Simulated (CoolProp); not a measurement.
cis-2-butene at several states: density (kg/m³) from the reference equation and from simpler models built on Tc = 162.6 °C, pc = 42.36 bar, ω = 0.202; each cubic takes its own stable root.

The numbers come from the reference Helmholtz-energy equation of state, Lemmon 2005 in CoolProp. It is a short technical equation, of lower accuracy than the large ones.

```json
[
 {"T (°C)": "-44.85", "p (bar)": "2.21", "phase": "liquid", "reference": "692.8"},
 {"T (°C)": "-68.55", "p (bar)": "6.95", "phase": "liquid", "reference": "717.7"},
 {"T (°C)": "82.25", "p (bar)": "216", "phase": "liquid", "reference": "586.1"},
 {"T (°C)": "-106.45", "p (bar)": "20.5", "phase": "liquid", "reference": "757.3"},
 {"T (°C)": "-58.65", "p (bar)": "136", "phase": "liquid", "reference": "716.0"},
 {"T (°C)": "243.35", "p (bar)": "0.616", "phase": "gas", "reference": "0.8071"}
]
```

Task: How far does each simpler model (van der Waals, Redlich-Kwong, Peng-Robinson) lie from the reference over these 6 states: mean and median of the absolute difference, and the worst?

Result: 
- van der Waals: mean 31.1 %, median 38.1 %, worst -39.5 % at -106.45 °C and 20.5 bar
- Redlich-Kwong: mean 7.4 %, median 9.0 %, worst -10.0 % at -106.45 °C and 20.5 bar
- Peng-Robinson: mean 2.9 %, median 3.3 %, worst +5.8 % at 82.25 °C and 216 bar
